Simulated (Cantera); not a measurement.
A Cantera script and its output.

```python
import numpy as np
import cantera as ct

gas = ct.Solution("gri30.yaml")
gas.TPX = 1273, 88000, {'CH4': 1, 'H2': 0.57, 'O2': 1.2, 'N2': 5.05}
reactor = ct.IdealGasConstPressureReactor(gas, energy="on", clone=False)
net = ct.ReactorNet([reactor])
net.rtol, net.atol = 1e-08, 1e-16
show = ['CH4', 'H2', 'O2', 'CO2', 'C2H2', 'C2H6', 'CO']
times = np.geomspace(2e-06, 4, 11)

steps = ct.SolutionArray(gas, extra=["t"])
rows = []
print(f"{'t/s':>10s}{'T/K':>9s}{'P/Pa':>11s}" + "".join(f"{s:>11s}" for s in show))
for t in times:
    while net.time < t:
        t_next = net.step()
        steps.append(gas.state, t=t_next)
    rows.append([np.interp(t, steps.t, y) for y in (steps.T, steps.P, *steps(*show).X.T)])
    print(f"{t:10.3e}{rows[-1][0]:9.1f}{rows[-1][1]:11.4g}" + "".join(f"{x:11.3e}" for x in rows[-1][2:]))
rate = np.gradient(steps.T, steps.t)
print("integrator steps:", len(steps.t))
if steps.T.max() > steps.T[0] + 200:
    print(f"time of steepest temperature rise: {steps.t[rate.argmax()]:.4e} s")
gas.TPX = 1273, 88000, {'CH4': 1, 'H2': 0.57, 'O2': 1.2, 'N2': 5.05}
gas.equilibrate("HP")
print(f"equilibrium (HP): T = {gas.T:.1f} K  " + "  ".join(f"{s} {gas[s].X[0]:.3e}" for s in show))
```

Output:

```
       t/s      T/K       P/Pa        CH4         H2         O2        CO2       C2H2       C2H6         CO
 2.000e-06   1273.0    8.8e+04  1.279e-01  7.289e-02  1.535e-01  6.299e-17  5.431e-25  2.092e-15  8.301e-16
 8.534e-06   1273.0    8.8e+04  1.279e-01  7.289e-02  1.535e-01  4.105e-15  1.100e-21  3.077e-13  5.492e-14
 3.641e-05   1273.0    8.8e+04  1.279e-01  7.289e-02  1.535e-01  3.012e-13  1.268e-18  4.404e-11  4.323e-12
 1.554e-04   1273.0    8.8e+04  1.279e-01  7.289e-02  1.534e-01  1.823e-10  5.900e-15  3.303e-08  2.230e-09
 6.629e-04   1282.1    8.8e+04  1.261e-01  7.225e-02  1.524e-01  3.629e-06  3.935e-08  5.310e-04  8.879e-05
 2.828e-03   2392.4    8.8e+04  4.045e-06  1.497e-01  7.255e-06  1.631e-02  8.925e-06  1.637e-12  9.930e-02
 1.207e-02   2383.2    8.8e+04  9.414e-12  1.493e-01  1.159e-05  1.637e-02  7.601e-15  1.741e-23  9.921e-02
 5.149e-02   2383.5    8.8e+04  9.308e-12  1.493e-01  1.164e-05  1.637e-02  7.515e-15  1.705e-23  9.921e-02
 2.197e-01   2383.6    8.8e+04  9.293e-12  1.493e-01  1.164e-05  1.637e-02  7.504e-15  1.701e-23  9.921e-02
 9.375e-01   2383.6    8.8e+04  9.293e-12  1.493e-01  1.164e-05  1.637e-02  7.504e-15  1.701e-23  9.921e-02
 4.000e+00   2383.6    8.8e+04  9.293e-12  1.493e-01  1.164e-05  1.637e-02  7.504e-15  1.701e-23  9.921e-02
integrator steps: 2055
time of steepest temperature rise: 2.0569e-03 s
equilibrium (HP): T = 2383.6 K  CH4 1.052e-11  H2 1.493e-01  O2 1.164e-05  CO2 1.637e-02  C2H2 8.343e-15  C2H6 2.110e-23  CO 9.921e-02
```

Detailed kinetics in Cantera: GRI-Mech 3.0 (53 species, 325 reactions).
